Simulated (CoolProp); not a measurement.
Properties of C2F6 (R116) along the isobar 2.27 MPa (Tc = 293.0 K, pc = 3.048 MPa, ω = 0.257).

The numbers come from the reference Helmholtz-energy equation of state, Lemmon 2006 in CoolProp. It is a short technical equation, of lower accuracy than the large ones.

```tsv
T (K)	phase	Z	speed of sound (m/s)	Joule-Thomson coefficient (K/MPa)	expansivity (1/kK)	viscosity (µPa s)
201.6	liquid	0.1178	546.6	-0.2915	2.779	393
223.6	liquid	0.1136	456.0	-0.1657	3.359	272
245.6	liquid	0.1125	362.0	0.06150	4.448	189
267.5	liquid	0.1168	256.2	0.6308	7.376	125
289.5	gas	0.6454	96.37	14.68	15.57	15.8
311.4	gas	0.7605	114.4	9.740	8.079	16.3
333.4	gas	0.8250	126.5	7.318	5.829	17.4
355.3	gas	0.8677	136.0	5.809	4.688	18.4
377.3	gas	0.8983	144.0	4.756	3.976	19.4
```

Viscosity comes from a separate model (Huber 2003), an estimate that may be off by 10 % or more.
